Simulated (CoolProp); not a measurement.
Vapour-liquid equilibrium of cyclohexane (1) + o-xylene (2) at 0.0293 MPa; x and y are mole fractions of (1).

Values from CoolProp's multi-fluid Helmholtz-energy mixture model, Zhou 2014 and Zhou 2012; pair parameters Bell 2016.

Q: Give the bubble temperature and the first vapour's composition at x = 0.05, 0.8, 0.95. Is there an azeotrope?

A: x = 0.05: 365.7 K, y = 0.334; x = 0.8: 321.9 K, y = 0.968; x = 0.95: 318.6 K, y = 0.992. No azeotrope shows between x = 0.05 and 0.95.

Pair parameters are fitted to limited data, so mixtures are less certain than the pure fluids.
